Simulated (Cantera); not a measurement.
A freely propagating, adiabatic, planar premixed flame of H₂ : O₂ : N₂ = 1 : 0.417 : 1.54 (molar parts), unburnt at 375 K and 14000 Pa; mixture-averaged transport, grid criteria slope 0.08 and curve 0.16, no radiation.

Model: the H2/O2 subset of GRI-Mech 3.0, which has no nitrogen chemistry, integrated in Cantera. Burning velocities carry a grid error of a few per cent, more on coarse grids.

```
quantity                    before     after
------------------------  --------  --------
laminar burning velocity  314 cm/s  342 cm/s
thermal thickness          5.22 mm   5.05 mm
peak x(H)                   0.0951     0.115
peak x(HO₂)               0.000122  0.000116
peak x(O)                   0.0108   0.00689
```

Which change was made?
A) inlet temperature 375 to 573 K
B) O2 0.417 to 0.32 parts
C) H2 1 to 1.3 parts
D) N2 1.54 to 2 parts

C, H2 1 to 1.3 parts
